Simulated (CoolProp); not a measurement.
Properties of ammonia at several states (Tc = 132.4 °C, pc = 11.36 MPa, ω = 0.256).

The numbers come from the reference Helmholtz-energy equation of state, Gao 2020 in CoolProp.

| T (°C) | p (MPa) | phase | density (kg/m³) | cv (kJ/(kg K)) | isothermal compressibility (1/MPa) | expansivity (1/kK) | conductivity (mW/(m K)) |
|---|---|---|---|---|---|---|---|
| 199.55 | 0.054 | gas | 0.2342 | 1.922 | 18.54 | 2.123 | 48.6 |
| -1.95 | 53.3 | liquid | 671.6 | 2.866 | 0.0007195 | 1.628 | 640 |
| 25.35 | 3.89 | liquid | 605.2 | 2.780 | 0.001536 | 2.474 | 490 |

Thermal conductivity comes from a separate model (Tufeu 1984).
